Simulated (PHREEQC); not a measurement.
Solution (25 °C): 0.24 mol/kgw NaH2PO4 and 0.0023 mol/kgw KOH. Closed to the air; pH follows from the charge balance.

Model: ion-association model, phreeqc.dat, run in PHREEQC.

| quantity | before | after |
|---|---|---|
| HPO4-2 (mol/kgw) | 0.00240 | 0.000509 |
| H3PO4 (mol/kgw) | 0.000392 | 5.89e-5 |
| NaHPO4- (mol/kgw) | 0.000313 | 2.21e-5 |
| KHPO4- (mol/kgw) | 2.83e-6 | 2.09e-7 |

Q: Name the change that produced these shifts.
(A) diluted 5-fold with water
(B) temperature from 25 to 40 °C
(C) diluted 100-fold with water

A: A, diluted 5-fold with water

This is a speciation only: nothing precipitates in the calculation.
